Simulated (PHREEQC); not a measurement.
Alkaline etch or developer: speciation

Consider water at 25 °C with 0.0032 mol NH3 and 4.3e-05 mol LiF per kg of water. Closed to the air; pH follows from the charge balance.

All values are PHREEQC results (ion-association model, phreeqc.dat), not measurements.

```json
{
 "pH": "10.36",
 "ionic_strength": "0.000277 mol/kgw",
 "total_alkalinity": "3.20 meq/kg"
}
```

```csv
species,molality,activity,log γ
NH3,0.00297,0.00297,0.000
OH-,0.000234,0.000229,-0.008
NH4+,0.000234,0.000229,-0.008
F-,4.30e-5,4.22e-5,-0.008
Li+,4.30e-5,4.22e-5,-0.008
```

This is a speciation only: nothing precipitates in the calculation.
